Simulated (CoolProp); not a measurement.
1000 sccm (0 °C, 1 atm) of nitrogen bubbles through liquid n-decane at 354.3 K and leaves saturated at a total pressure of 0.0112 MPa (ideal gas phase). Each further row changes one setting.

The numbers come from the reference Helmholtz-energy equation of state, Lemmon 2006 in CoolProp. It is a short technical equation, of lower accuracy than the large ones.

| case | vapour pressure (kPa) | mole fraction of vapour | delivery (mg/min) | delivery (sccm) | change of delivery for a bath 1 K warmer (%) |
|---|---|---|---|---|---|
| as stated | 4.30 | ___ | 3950 | 622 | ___ |
| bath temperature 359.3 K | 5.37 | ___ | ___ | ___ | 8.9 |
| total pressure 0.0224 MPa | 4.30 | 0.192 | 1510 | 237 | ___ |

Question: Some entries are withheld; supply them.

Answer: 
- as stated, mole fraction of vapour: 0.384
- as stated, change of delivery for a bath 1 K warmer (%): 7.7
- bath temperature 359.3 K, mole fraction of vapour: 0.479
- bath temperature 359.3 K, delivery (mg/min): 5840
- bath temperature 359.3 K, delivery (sccm): 920
- total pressure 0.0224 MPa, change of delivery for a bath 1 K warmer (%): 5.8
